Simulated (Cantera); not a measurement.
Cantera run:

```python
import numpy as np
import cantera as ct

gas_names = """
    CL CL2 H HCL H2 Si SiCL SiCL2 SiCL3 SiCL4 SiH SiHCL3 SiH2 SiH2CL2 SiH3 SiH3CL SiH4 Si2 Si3
""".split()
cond_names = """
    Si(cr) Si(L)
""".split()


# ... load() reads the species with a 1 bar reference pressure and builds the phases ...
atoms = {
    'SiHCl3': {'Si': 1, 'H': 1, 'CL': 3},
    'H2': {'H': 2},
}
top_T = {}  # K; cautious upper limits of use, not melting points


# ... equilibrate(T, P, feed) seeds the gas with the atoms and calls Mixture.equilibrate('TP', solver="vcs", rtol=1e-11, max_steps=5000) ...
results = []
feed = {'SiHCl3': 1, 'H2': 5.2}  # mol
P = 110  # Pa
for T in [1700, 1725, 1750, 1775, 1800, 1825, 1850, 1875, 1900, 1925]:
    mix = equilibrate(T, P, feed)
    results.append((T, P, feed, dict(zip(mix.species_names, mix.species_moles))))
    x = sorted(zip(gas.X, gas.species_names), reverse=True)
    print(f"T = {T:g} K  P = {P:g} Pa  gas = {mix.phase_moles(0):.4g} mol")
    print("   x: " + "  ".join(f"{s} {v:.3e}" for v, s in x if v > 0.001))
    print("   condensed (mol): " + ("  ".join(f"{mix.phase(i).name} {mix.phase_moles(i):.4g}"
          for i in range(1, mix.n_phases) if mix.phase_moles(i) > 1e-12) or "none"))
```

It prints:

```
T = 1700 K  P = 110 Pa  gas = 7.22 mol
   x: H2 7.083e-01  HCL 1.584e-01  SiCL2 1.269e-01  H 3.739e-03
   condensed (mol): Si(L) 0.06961
T = 1725 K  P = 110 Pa  gas = 7.228 mol
   x: H2 7.061e-01  HCL 1.604e-01  SiCL2 1.257e-01  H 4.705e-03
   condensed (mol): Si(L) 0.07473
T = 1750 K  P = 110 Pa  gas = 7.237 mol
   x: H2 7.035e-01  HCL 1.623e-01  SiCL2 1.243e-01  H 5.882e-03  Si 1.365e-03  CL 1.046e-03  SiCL 1.028e-03
   condensed (mol): Si(L) 0.07858
T = 1775 K  P = 110 Pa  gas = 7.249 mol
   x: H2 7.006e-01  HCL 1.640e-01  SiCL2 1.229e-01  H 7.305e-03  Si 1.996e-03  CL 1.313e-03  SiCL 1.304e-03
   condensed (mol): Si(L) 0.08069
T = 1800 K  P = 110 Pa  gas = 7.265 mol
   x: H2 6.973e-01  HCL 1.655e-01  SiCL2 1.215e-01  H 9.015e-03  Si 2.887e-03  SiCL 1.643e-03  CL 1.638e-03
   condensed (mol): Si(L) 0.08049
T = 1825 K  P = 110 Pa  gas = 7.285 mol
   x: H2 6.934e-01  HCL 1.668e-01  SiCL2 1.199e-01  H 1.106e-02  Si 4.134e-03  SiCL 2.055e-03  CL 2.029e-03
   condensed (mol): Si(L) 0.07719
T = 1850 K  P = 110 Pa  gas = 7.31 mol
   x: H2 6.889e-01  HCL 1.679e-01  SiCL2 1.182e-01  H 1.348e-02  Si 5.862e-03  SiCL 2.552e-03  CL 2.497e-03
   condensed (mol): Si(L) 0.06973
T = 1875 K  P = 110 Pa  gas = 7.343 mol
   x: H2 6.835e-01  HCL 1.687e-01  SiCL2 1.164e-01  H 1.634e-02  Si 8.235e-03  SiCL 3.147e-03  CL 3.054e-03
   condensed (mol): Si(L) 0.05672
T = 1900 K  P = 110 Pa  gas = 7.386 mol
   x: H2 6.771e-01  HCL 1.691e-01  SiCL2 1.143e-01  H 1.969e-02  Si 1.146e-02  SiCL 3.856e-03  CL 3.711e-03
   condensed (mol): Si(L) 0.03633
T = 1925 K  P = 110 Pa  gas = 7.441 mol
   x: H2 6.694e-01  HCL 1.692e-01  SiCL2 1.121e-01  H 2.358e-02  Si 1.582e-02  SiCL 4.692e-03  CL 4.482e-03
   condensed (mol): Si(L) 0.006102
```

These are equilibrium values from Cantera (NASA tables, ideal gas, pure condensed phases), not measurements of a reactor. The tables' values for SiCl, SiCl3 are old estimates; treat these amounts as uncertain. Gases not in the tables: Si2H6 and higher silanes.
